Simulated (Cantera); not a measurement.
Charge: 1 mol FeS, 5.6 mol H₂, held at 1525 K and 1 atm.

Method: chemical equilibrium by Gibbs-energy minimisation in Cantera with the NASA 1993 tables (ideal gas, pure condensed phases). Candidate condensed phases: Fe, FeS, FeS₂, S; 8 gas species. Metal and sulfide melt together well below either melting point, which pure phases cannot show. Mutual solubility and eutectic melting of coexisting phases are not modelled. FeS: taken at fixed stoichiometry. Kinetics and transport are ignored.

Problem. What is the equilibrium state?

Solution. 
* **x(H₂)**: 0.985
* **x(H₂S)**: 0.0153
* **x(SH)**: 8.47e-5
* **x(H)**: 2.33e-5
* **x(S₂)**: 2.28e-5
* **n(Fe(γ))**: 0.0863 mol
* **n(FeS(l))**: 0.914 mol
* **gas amount**: 5.600 mol
* **log10 activity of S(l) (absent)**: -3.55
